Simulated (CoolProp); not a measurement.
The fluid at 166.63 K and 1.51 MPa flows at 0.1 m/s in a round tube of 1 mm bore and 15 µm roughness, fully developed (64/Re and Nu = 3.66 if laminar; Colebrook and Gnielinski if turbulent). The same conditions are run with several fluids, on thermodynamics alone (safety and materials aside).

Computed with CoolProp (reference Helmholtz-energy equation of state of each fluid (R22: Kamei 1995; R13: Platzer 1990; propane: Lemmon 2009; R142b: Lemmon 2006; propylene: Lemmon 2013)). The equations of Platzer and Polt are older, rougher fits.

| fluid | Reynolds number | Darcy friction factor | pressure drop (Pa/m) | heat-transfer coefficient (W/(m² K)) | mass flow (kg/h) |
|---|---|---|---|---|---|
| R22 | 159 | 0.402 | 3200 | 540 | 0.450 |
| R13 | 339 | 0.189 | 1520 | 380 | 0.457 |
| propane | 136 | 0.472 | 1540 | 620 | 0.184 |
| R142b | 76.7 | 0.834 | 5840 | 482 | 0.396 |
| propylene | 153 | 0.419 | 1430 | 617 | 0.192 |

Transport values come from each fluid's own correlations; those of R22, R13, R142b, propylene are estimates that may be off by 10 % or more.
